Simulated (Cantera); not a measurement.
Feed: 1 mol Si2Cl6, a varied amount of NH3, 13 mol N2, at 1152 °C and 22.0 Pa.

Method: chemical equilibrium by Gibbs-energy minimisation in Cantera with the NASA 1993 tables (ideal gas, pure condensed phases). Candidate condensed phases: NH4Cl, Si, Si3N4; 28 gas species. The feed counts by its element totals alone. The tables' values for SiCl3, SiCl are old estimates; treat these amounts as uncertain. Equilibrium is a limit: real reactors are often held back by kinetics, nucleation or transport.

x: gas mole fraction; n: condensed amount in mol.

| n(NH3) (mol) | x N2 | x H2 | x HCl | x SiCl2 | x SiCl3 | x H | x SiCl4 | n Si3N4(s) |
|---|---|---|---|---|---|---|---|---|
| 2.3 | 0.684 | 0.105 | 0.129 | 0.0793 | 0.00195 | 0.000149 | 0.000189 | 0.114 |
| 3.2 | 0.647 | 0.149 | 0.137 | 0.0650 | 0.00142 | 0.000178 | 0.000122 | 0.178 |
| 4.4 | 0.606 | 0.202 | 0.140 | 0.0519 | 0.000992 | 0.000206 | 7.45e-5 | 0.237 |
| 6.1 | [?] | [?] | 0.136 | [?] | 0.000645 | [?] | [?] | [?] |
| 8.4 | 0.514 | 0.329 | 0.127 | 0.0293 | 0.000399 | 0.000264 | 2.13e-5 | 0.348 |
| 12 | 0.464 | [?] | [?] | [?] | 0.000218 | 0.000292 | [?] | [?] |
| 16 | 0.427 | 0.460 | 0.0983 | 0.0143 | 0.000127 | 0.000312 | 4.46e-6 | 0.440 |

### Question
What belongs in the gaps?

### Answer

- 6.1, x N2: 0.560
- 6.1, x H2: 0.263
- 6.1, x SiCl2: 0.0396
- 6.1, x H: 0.000236
- 6.1, x SiCl4: 4.13e-5
- 6.1, n Si3N4(s): 0.295
- 12, x H2: 0.403
- 12, x HCl: 0.112
- 12, x SiCl2: 0.0200
- 12, x SiCl4: 9.31e-6
- 12, n Si3N4(s): 0.402
